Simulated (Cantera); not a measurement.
Charge: 1 mol TEOS, a varied amount of H₂O, 0.34 mol H₂, 8.5 mol N₂O, at 848 K and 23000 Pa.

Method: chemical equilibrium by Gibbs-energy minimisation in Cantera with the NASA 1993 tables (ideal gas, pure condensed phases). Candidate condensed phases: C, C₆H₆, C₇H₈, C₈H₁₈, H₂O, Si, SiC, SiO₂, Si₂N₂O, Si₃N₄; 151 gas species. The feed counts by its element totals alone. Equilibrium is a limit: real reactors are often held back by kinetics, nucleation or transport.

Problem. Which condensed phases are stable at each of these points (n(H₂O) (mol)): 0.83, 2.1, 3.4, 4.7, 5.9, 7.2, 8.5, 9.8?

Solution. 
| n(H₂O) (mol) | condensed phases | Si condensed (%) |
|---|---|---|
| 0.83 | C(graphite) + SiO₂(β-quartz) | 100.0 |
| 2.1 | C(graphite) + SiO₂(β-quartz) | 100.0 |
| 3.4 | SiO₂(β-quartz) | 100.0 |
| 4.7 | SiO₂(β-quartz) | 100.0 |
| 5.9 | SiO₂(β-quartz) | 100.0 |
| 7.2 | SiO₂(β-quartz) | 100.0 |
| 8.5 | SiO₂(β-quartz) | 100.0 |
| 9.8 | SiO₂(β-quartz) | 100.0 |

From 0.83 mol H₂O to 2.1 mol H₂O the condensed part is C(graphite) + SiO₂(β-quartz). From 3.4 mol H₂O to 9.8 mol H₂O the condensed part is SiO₂(β-quartz).
